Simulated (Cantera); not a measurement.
Mixture: CH3OH : O2 : N2 = 1 : 1.52 : 5.7 (molar parts), at 660 Torr, adiabatic and at constant volume. Ignition delay is the time to a rise of 400 K.

Detailed kinetics in Cantera: GRI-Mech 3.0 (53 species, 325 reactions). GRI-Mech 3.0 was tuned for natural gas; its chemistry of methanol as a main component is partial and can be far from experiment.

Question: What does this change do: pressure from 660 Torr to 12000 Torr?

Answer: 
| quantity | before | after |
|---|---|---|
| delay at 1150 K | 24.8 ms | 2.54 ms |
| delay at 1350 K | 1.19 ms | 0.111 ms |
| delay at 1550 K | 0.144 ms | 12.2 µs |
| delay at 1750 K | 31.8 µs | 2.51 µs |
| apparent activation energy between 1650 and 1850 K | 170 kJ/mol | 170 kJ/mol |
The pressure lies above the range GRI-Mech 3.0 was tuned for (to about 10 atm).

Question: What does this change do: pressure from 660 Torr to 240 Torr?

Answer: 
```
quantity                                                before       after
--------------------------------------------------  ----------  ----------
delay at 1150 K                                        24.8 ms     62.4 ms
delay at 1350 K                                        1.19 ms     3.04 ms
delay at 1550 K                                       0.144 ms    0.372 ms
delay at 1750 K                                        31.8 µs     82.9 µs
apparent activation energy between 1650 and 1850 K  170 kJ/mol  160 kJ/mol
```
